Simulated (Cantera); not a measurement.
An isothermal, constant-pressure homogeneous reactor starts with CH4 : O2 : N2 = 0.0037 : 0.053 : 1 (molar parts), equivalence ratio 0.14, at 1600 K and 220000 Pa.

Cantera simulation using GRI-Mech 3.0 (53 species, 325 reactions); the numbers are that mechanism's predictions, not measurements.

One state of this run: x CH4 = <1e-12; x O2 = 0.0431; x OH = 5.44e-5; x NO = 1.40e-6; x CH3 = <1e-12; x H = 1.32e-7; x CO = 7.45e-6. x: mole fraction; the columns are a selection and need not sum to one.

### Question
Which value of t (s) does it belong to?
A) 0.000100
B) 0.00182
C) 0.00777
D) 200

### Answer
C, 0.00777
